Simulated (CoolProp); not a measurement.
Computed with CoolProp (reference Helmholtz-energy equation of state, Thol 2019).

Q: Give the vapour pressure (MPa), liquid density (kg/m³), vapour density (kg/m³), liquid viscosity (µPa s) of saturated n-hexane at 374.3, 395.8 K.

A: 
| T (K) | p (MPa) | liquid density (kg/m³) | vapour density (kg/m³) | liquid viscosity (µPa s) |
|---|---|---|---|---|
| 374.3 | 0.254 | 580 | 7.74 | 153 |
| 395.8 | 0.425 | 555 | 12.8 | 129 |

Viscosity comes from a separate model (Michailidou 2013).
